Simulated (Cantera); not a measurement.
A perfectly stirred reactor is fed with NH3 : H2 : N2 = 1 : 1.5 : 0.054 (molar parts), at 10.00 Torr; it is held at 2025 K, and followed from long to short residence time.

Detailed kinetics in Cantera: the gas-phase N/H chemistry of the illustrative SiF4/NH3 mechanism in the Surface Chemkin manual (1991). Walls and surfaces, which speed up NH3 decomposition in real reactors, are not modelled.

x: mole fraction; the columns are a selection and need not sum to one.

```
τ (s)    x NH3   x H2    x N2   x N2H2    x N2H4     x NH2
------  ------  -----  ------  -------  --------  --------
4.1     0.0870  0.786   0.126  6.77e-7  5.72e-10  0.000336
2.0        ___  0.751     ___      ___       ___       ___
1.0      0.204  0.709  0.0852  1.93e-6   1.87e-9  0.000608
0.49     0.269  0.667  0.0630  2.72e-6   2.72e-9  0.000733
0.24     0.320  0.633  0.0454  3.35e-6   3.41e-9  0.000821
0.12     0.353  0.612  0.0341  3.69e-6   3.80e-9  0.000867
0.058    0.372  0.599  0.0273  3.69e-6   3.87e-9  0.000875
0.028    0.383  0.592  0.0237  3.27e-6   3.55e-9  0.000838
0.014    0.388  0.589  0.0220  2.38e-6   2.78e-9  0.000741
0.0068   0.390  0.588  0.0213      ___       ___       ___
0.0034   0.391  0.587  0.0212  2.86e-7  5.08e-10  0.000317
```

Problem. Fill in the missing entries.

Solution. 
- 2.0, x NH3: 0.141
- 2.0, x N2: 0.107
- 2.0, x N2H2: 1.22e-6
- 2.0, x N2H4: 1.12e-9
- 2.0, x NH2: 0.000470
- 0.0068, x N2H2: 1.09e-6
- 0.0068, x N2H4: 1.51e-9
- 0.0068, x NH2: 0.000546
